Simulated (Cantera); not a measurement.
Charge: 1 mol N₂O, 2.7 mol O₂, 10 mol N₂, 0.2 mol CO₂, equilibrated at 1 atm.

Equilibrium computed with Cantera from the NASA thermochemical tables; the gas is ideal and each condensed phase is pure. Candidate condensed phases: C; 45 gas species. Ions and electrons are included (thermal ionisation). Kinetics and transport are ignored.

x: gas mole fraction; nothing condenses.

```json
[
 {"T (K)": "2000", "x N₂": "0.760", "x O": "0.000311", "x O₂": "0.218", "x NO": "0.00767", "x N": "7.81e-10", "x CO₂": "0.0138", "x CO": "3.89e-5"},
 {"T (K)": "2500", "x N₂": "0.750", "x O": "0.00656", "x O₂": "0.207", "x NO": "0.0223", "x N": "2.51e-7", "x CO₂": "0.0128", "x CO": "0.00103"},
 {"T (K)": "3000", "x N₂": "0.723", "x O": "[?]", "x O₂": "[?]", "x NO": "[?]", "x N": "[?]", "x CO₂": "[?]", "x CO": "[?]"},
 {"T (K)": "3500", "x N₂": "0.673", "x O": "[?]", "x O₂": "[?]", "x NO": "[?]", "x N": "[?]", "x CO₂": "[?]", "x CO": "[?]"},
 {"T (K)": "4000", "x N₂": "0.631", "x O": "0.278", "x O₂": "0.0352", "x NO": "0.0433", "x N": "0.00140", "x CO₂": "0.000433", "x CO": "0.0114"},
 {"T (K)": "4500", "x N₂": "0.612", "x O": "0.331", "x O₂": "0.00898", "x NO": "0.0290", "x N": "0.00700", "x CO₂": "8.91e-5", "x CO": "0.0114"},
 {"T (K)": "5000", "x N₂": "0.595", "x O": "0.346", "x O₂": "0.00248", "x NO": "0.0190", "x N": "0.0254", "x CO₂": "2.27e-5", "x CO": "0.0112"}
]
```

Problem. Some entries are withheld; supply them.

Solution. 
- 3000, x O: 0.0470
- 3000, x O₂: 0.175
- 3000, x NO: 0.0417
- 3000, x N: 1.18e-5
- 3000, x CO₂: 0.00756
- 3000, x CO: 0.00596
- 3500, x O: 0.158
- 3500, x O₂: 0.104
- 3500, x NO: 0.0521
- 3500, x N: 0.000181
- 3500, x CO₂: 0.00218
- 3500, x CO: 0.0105
